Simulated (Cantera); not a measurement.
MgCO₃ + H₂ + H₂O (calcination and drying)

Feed: 1 mol MgCO₃, 0.17 mol H₂, 6.5 mol H₂O, equilibrated at 1.33 mbar.

Equilibrium computed with Cantera from the NASA thermochemical tables; the gas is ideal and each condensed phase is pure. Candidate condensed phases: C, C₆H₆, C₇H₈, C₈H₁₈, H₂O, Mg, MgCO₃, MgO, Mg(OH)₂; 116 gas species. The numbers say what is thermodynamically allowed, not how fast it happens.

```tsv
T (K)	x H₂O	x CO₂	x H₂	x CO	x O₂	x OH	x H	n MgO(s)
875	0.849	0.129	0.0210	0.00121	<1e-12	5.91e-12	1.99e-10	1.00
1075	0.850	0.128	0.0194	0.00272	<1e-12	9.28e-9	5.60e-8	1.00
1275	0.852	0.126	0.0178	0.00438	5.24e-9	1.50e-6	2.69e-6	1.00
1475	0.853	0.124	0.0163	0.00590	3.73e-6	6.22e-5	4.53e-5	1.000
1675	0.852	0.123	0.0159	0.00759	0.000511	0.00104	0.000401	1.000
1875	0.826	0.114	0.0262	0.0148	0.00827	0.00714	0.00291	0.999
2075	0.738	0.0890	0.0570	0.0334	0.0312	0.0257	0.0174	0.978
```
x: gas mole fraction; n: condensed amount in mol.

From 875 K to 2075 K the condensed part is MgO(s).
